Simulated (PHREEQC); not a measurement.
Solution (25 °C): 0.5 mol NaHCO3 per kg of water. Closed to the air; pH follows from the charge balance.

All values are PHREEQC results (ion-association model, phreeqc.dat), not measurements.

```json
{
  "pH": "7.78",
  "ionic_strength": "0.448 mol/kgw",
  "activity_of_water": "0.984",
  "specific_conductance": "30100 µS/cm",
  "density": "1.027 g/cm³",
  "total_alkalinity": "500 meq/kg"
}
```

| species | molality | activity | log γ |
|---|---|---|---|
| Na+ | 0.444 | 0.320 | -0.143 |
| HCO3- | 0.430 | 0.300 | -0.156 |
| NaHCO3 | 0.0487 | 0.0540 | 0.045 |
| CO2 | 0.0104 | 0.0115 | 0.045 |
| NaCO3- | 0.00685 | 0.00500 | -0.136 |
| CO3-2 | 0.00354 | 0.000841 | -0.624 |
| (CO2)2 | 2.19e-6 | 2.43e-6 | 0.045 |
| OH- | 9.27e-7 | 5.94e-7 | -0.193 |
| H+ | 2.18e-8 | 1.68e-8 | -0.115 |

Precipitation was switched off in this run.
